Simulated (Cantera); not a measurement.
Mixture: C3H8 : O2 : N2 = 1 : 7.69 : 28.9 (molar parts), at 3.10 bar, adiabatic and at constant volume. Ignition delay is the time to a rise of 400 K.

Model: GRI-Mech 3.0 (53 species, 325 reactions), integrated in Cantera. GRI-Mech 3.0 was tuned for natural gas; its chemistry of propane as a main component is partial and can be far from experiment.

### Question
Predict: delay at 1048 K; delay at 1148 K; delay at 1248 K; delay at 1348 K; apparent activation energy between 1298 and 1398 K.

### Answer
| Property | Result |
|---|---|
| delay at 1048 K | 74.2 ms |
| delay at 1148 K | 9.09 ms |
| delay at 1248 K | 1.27 ms |
| delay at 1348 K | 0.236 ms |
| apparent activation energy between 1298 and 1398 K | 230 kJ/mol |
